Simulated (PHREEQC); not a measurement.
Make-up at 25 °C: 0.0013 mol KHCO3 and 0.011 mol K2HPO4 per kg of water. Closed to the air; pH follows from the charge balance.

Computed with PHREEQC (ion-association model, wateq4f.dat).

The ionic strength comes out as 0.0338 mol/kgw. What activity coefficients do H2PO4-, KHPO4-, HPO4-2, K+, HCO3- get?

H2PO4- 0.85, KHPO4- 0.85, HPO4-2 0.52, K+ 0.84, HCO3- 0.85.

Precipitation was switched off in this run. Complexes and solids missing from the database can't appear. H3PO4, which wateq4f.dat lacks, is added to it with the constant of phreeqc.dat.
